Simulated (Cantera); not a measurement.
A Cantera script and its output.

```python
import numpy as np
import cantera as ct

gas = ct.Solution("gri30.yaml")
gas.TPX = 1573, 9600, {'C2H6': 1, 'N2': 9.1}
reactor = ct.IdealGasConstPressureReactor(gas, energy="off", clone=False)
net = ct.ReactorNet([reactor])
net.rtol, net.atol = 1e-08, 1e-18
show = ['C2H6', 'C2H2', 'H', 'HCN', 'C2H', 'C2H4']
times = np.geomspace(0.0002, 3, 12)

steps = ct.SolutionArray(gas, extra=["t"])
rows = []
print(f"{'t/s':>10s}{'T/K':>9s}{'P/Pa':>11s}" + "".join(f"{s:>11s}" for s in show))
for t in times:
    while net.time < t:
        t_next = net.step()
        steps.append(gas.state, t=t_next)
    rows.append([np.interp(t, steps.t, y) for y in (steps.T, steps.P, *steps(*show).X.T)])
    print(f"{t:10.3e}{rows[-1][0]:9.1f}{rows[-1][1]:11.4g}" + "".join(f"{x:11.3e}" for x in rows[-1][2:]))
rate = np.gradient(steps.T, steps.t)
print("integrator steps:", len(steps.t))
if steps.T.max() > steps.T[0] + 200:
    print(f"time of steepest temperature rise: {steps.t[rate.argmax()]:.4e} s")
gas.TPX = 1573, 9600, {'C2H6': 1, 'N2': 9.1}
gas.equilibrate("TP")
print(f"equilibrium (TP): T = {gas.T:.1f} K  " + "  ".join(f"{s} {gas[s].X[0]:.3e}" for s in show))
```

Output:

```
       t/s      T/K       P/Pa       C2H6       C2H2          H        HCN        C2H       C2H4
 2.000e-04   1573.0       9600  6.392e-02  9.434e-04  2.433e-04  2.275e-07  3.178e-08  2.124e-02
 4.794e-04   1573.0       9600  2.637e-02  7.945e-03  3.109e-04  4.805e-07  1.435e-07  4.345e-02
 1.149e-03   1573.0       9600  3.549e-03  2.716e-02  2.731e-04  6.884e-07  2.674e-07  4.145e-02
 2.754e-03   1573.0       9600  2.886e-04  4.477e-02  1.182e-04  7.389e-07  1.539e-07  2.600e-02
 6.601e-03   1573.0       9600  4.299e-05  5.524e-02  5.305e-05  7.396e-07  7.708e-08  1.530e-02
 1.582e-02   1573.0       9600  1.325e-05  6.249e-02  3.178e-05  7.360e-07  4.905e-08  7.714e-03
 3.792e-02   1573.0       9600  9.313e-06  6.772e-02  2.876e-05  7.334e-07  4.601e-08  2.296e-03
 9.090e-02   1573.0       9600  9.354e-06  6.995e-02  3.096e-05  7.351e-07  4.991e-08  3.599e-04
 2.179e-01   1573.0       9600  8.114e-06  7.102e-02  3.226e-05  7.430e-07  5.149e-08  2.597e-04
 5.222e-01   1573.0       9600  5.858e-06  7.293e-02  3.467e-05  7.616e-07  5.428e-08  2.293e-04
 1.252e+00   1573.0       9600  3.069e-06  7.583e-02  3.902e-05  8.024e-07  5.947e-08  1.965e-04
 3.000e+00   1573.0       9600  1.017e-06  7.887e-02  4.501e-05  8.790e-07  6.686e-08  1.792e-04
integrator steps: 1306
equilibrium (TP): T = 1573.0 K  C2H6 6.904e-09  C2H2 3.878e-02  H 5.360e-05  HCN 8.715e-02  C2H 3.655e-08  C2H4 8.606e-05
```

Model: GRI-Mech 3.0 (53 species, 325 reactions), integrated in Cantera. GRI-Mech 3.0 stops at C3 and has no aromatics, soot or wall deposition, so with more carbon than oxygen in the feed, carbon stays in small species such as C2H2 where larger ones or solid carbon would form.
